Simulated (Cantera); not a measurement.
Input (Python, Cantera):

```python
import numpy as np
import cantera as ct

gas = ct.Solution("gri30.yaml", transport_model="mixture-averaged")
show = ['H', 'H2O', 'CH3']

rows = []
print(f"{'T/K':>7s}{'rho':>11s}{'cp':>10s}{'mu':>11s}{'lambda':>11s}{'Pr':>7s}" + "".join(f"{'D_' + s:>11s}" for s in show))
for T in [400, 650, 900, 1150, 1400, 1650, 1900, 2150, 2400]:
    gas.TPX = T, 1000000, {'CH3OH': 0.95, 'C3H8': 0.12, 'CO': 0.79}
    Pr = gas.cp_mass * gas.viscosity / gas.thermal_conductivity
    D = [gas.mix_diff_coeffs_mole[gas.species_index(s)] for s in show]
    rows.append([gas.density, gas.cp_mass, gas.viscosity, gas.thermal_conductivity, Pr, *D])
    print(f"{T:7g}{gas.density:11.4e}{gas.cp_mass:10.1f}{gas.viscosity:11.4e}"
          f"{gas.thermal_conductivity:11.4e}{Pr:7.3f}" + "".join(f"{d:11.4e}" for d in D))
print("SI units: kg/m3, J/kg/K, Pa s, W/m/K, m2/s")
```

Result:

```
    T/K        rho        cp         mu     lambda     Pr        D_H      D_H2O      D_CH3
    400 9.3533e+00    1440.2 1.5732e-05 2.9815e-02  0.760 1.7043e-05 3.0922e-06 3.1200e-06
    650 5.7559e+00    1865.9 2.4018e-05 5.5939e-02  0.801 4.0834e-05 7.9351e-06 7.4755e-06
    900 4.1570e+00    2178.5 3.1215e-05 8.2367e-02  0.826 7.1921e-05 1.4536e-05 1.3167e-05
   1150 3.2533e+00    2413.6 3.7602e-05 1.0758e-01  0.844 1.0934e-04 2.2626e-05 2.0017e-05
   1400 2.6724e+00    2581.3 4.3391e-05 1.3128e-01  0.853 1.5250e-04 3.2037e-05 2.7918e-05
   1650 2.2675e+00    2705.5 4.8728e-05 1.5349e-01  0.859 2.0097e-04 4.2651e-05 3.6793e-05
   1900 1.9691e+00    2796.7 5.3717e-05 1.7425e-01  0.862 2.5447e-04 5.4388e-05 4.6587e-05
   2150 1.7402e+00    2864.0 5.8431e-05 1.9368e-01  0.864 3.1275e-04 6.7185e-05 5.7257e-05
   2400 1.5589e+00    2914.4 6.2927e-05 2.1185e-01  0.866 3.7564e-04 8.0997e-05 6.8770e-05
SI units: kg/m3, J/kg/K, Pa s, W/m/K, m2/s
```

Cantera simulation using GRI-Mech 3.0 (53 species, 325 reactions); the numbers are that mechanism's predictions, not measurements. Polar gases are described roughly by these parameters. The composition is frozen, though it would react at the higher temperatures.
